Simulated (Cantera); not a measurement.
Charge: 1 mol CaCO₃, 7.2 mol H₂O, 0.016 mol O₂, equilibrated at 1673.15 K.

Equilibrium computed with Cantera from the NASA thermochemical tables; the gas is ideal and each condensed phase is pure. Candidate condensed phases: C, C₆H₆, C₇H₈, C₈H₁₈, Ca, CaCO₃, CaO, Ca(OH)₂, H₂O; 115 gas species. Kinetics and transport are ignored.

x: gas mole fraction; n: condensed amount in mol.

| P (Pa) | x H₂O | x CO₂ | x H₂ | x O₂ | x CO | x OH | x H | n CaO(s) |
|---|---|---|---|---|---|---|---|---|
| 10 | 0.851 | 0.115 | 0.0127 | 0.0102 | 0.00567 | (withheld) | 0.00129 | 1.000 |
| 36 | 0.860 | 0.117 | 0.00809 | 0.00717 | 0.00365 | (withheld) | 0.000541 | 1.000 |
| 130 | 0.866 | 0.119 | 0.00505 | 0.00517 | 0.00229 | (withheld) | 0.000225 | 1.000 |
| 460 | 0.870 | 0.120 | 0.00311 | 0.00390 | 0.00142 | (withheld) | 9.37e-5 | 1.000 |
| 1700 | 0.873 | 0.121 | 0.00183 | 0.00306 | 0.000836 | (withheld) | 3.74e-5 | 1.000 |
| 6000 | 0.874 | 0.121 | 0.00106 | 0.00257 | 0.000487 | (withheld) | 1.52e-5 | 1.000 |
| 22000 | 0.875 | 0.121 | 0.000592 | 0.00227 | 0.000271 | (withheld) | 5.91e-6 | 1.000 |
| 77000 | 0.876 | 0.122 | 0.000328 | 0.00211 | 0.000151 | (withheld) | 2.35e-6 | 1.000 |
| 280000 | 0.876 | 0.122 | 0.000176 | 0.00202 | 8.08e-5 | (withheld) | 9.04e-7 | 1.000 |
| 1000000 | 0.876 | 0.122 | 9.42e-5 | 0.00198 | 4.33e-5 | (withheld) | 3.50e-7 | 1.000 |

**Question.** Complete the blanks.

**Answer.** 
- 10, x OH: 0.00414
- 36, x OH: 0.00277
- 130, x OH: 0.00186
- 460, x OH: 0.00126
- 1700, x OH: 0.000859
- 6000, x OH: 0.000601
- 22000, x OH: 0.000421
- 77000, x OH: 0.000302
- 280000, x OH: 0.000217
- 1000000, x OH: 0.000157
